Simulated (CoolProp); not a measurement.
Saturation properties of sulfur dioxide.

Model: reference Helmholtz-energy equation of state, Gao 2016, in CoolProp.

```
T (K)  p (kPa)  vapour density (kg/m³)  enthalpy of vaporisation (kJ/kg)  surface tension (mN/m)
-----  -------  ----------------------  --------------------------------  ----------------------
295.8    362.2                   10.10                             358.8                    22.1
298.6    398.1                   11.04                             355.9                    21.6
301.3    435.2                   12.02                             353.1                    21.0
304      474.9                   13.06                             350.3                    20.5
306.8    518.9                   14.21                             347.3                    20.0
309.5    564.2                   15.40                             344.4                    19.5
312.3    614.4                   16.71                             341.3                    18.9
315      665.9                   18.06                             338.3                    18.4
317.7    720.7                   19.49                             335.3                    17.9
320.5    781.0                   21.07                             332.0                    17.4
323.2    842.6                   22.69                             328.9                    16.8
325.9    907.9                   24.41                             325.7                    16.3
328.7    979.6                   26.30                             322.3                    15.8
```

It boils at 263.1 K under 1 atm.

Surface tension comes from a separate correlation (Mulero 2012).
